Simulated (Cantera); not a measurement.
A closed system holds: 1 mol SiH4, 4.2 mol CO2, 6.1 mol H2, at 1452 °C and 1.00 bar.

Equilibrium computed with Cantera from the NASA thermochemical tables; the gas is ideal and each condensed phase is pure. Candidate condensed phases: C, C6H6, C7H8, C8H18, H2O, Si, SiC, SiO2; 123 gas species. The tables hold silica as quartz up to 1696 K and as liquid above; real silica turns to tridymite and cristobalite and melts near 1996 K. Gases not in the tables: Si(OH)4. The numbers say what is thermodynamically allowed, not how fast it happens.

Base state: H2 0.506, CO 0.315, H2O 0.152, CO2 0.0268, H 0.000132 (mole fractions); condensed: SiO2(condensed).

Q: What changes in the equilibrium state with this change: temperature from 1452 °C to 750 °C?

A: 
| species | before | after |
|---|---|---|
| H2 | 0.506 | 0.539 |
| CO | 0.315 | 0.265 |
| H2O | 0.152 | 0.115 |
| CO2 | 0.0268 | 0.0740 |
| CH4 | 1.13e-7 | 0.00740 |
| H | 0.000132 | 3.04e-9 |
| SiO2(condensed), mol | 1.000 | 0 |
| SiO2(β-quartz), mol | 0 | 1.00 |

Q: What changes in the equilibrium state with this change: 0.39 mol NH3 added?

A: 
```
species                 before     after
--------------------  --------  --------
H2                       0.506     0.519
CO                       0.315     0.298
H2O                      0.152     0.145
N2                           0    0.0149
CO2                     0.0268    0.0235
H                     0.000132  0.000134
SiO2(condensed), mol     1.000     1.000
```
Further candidate phases: Si2N2O, Si3N4.
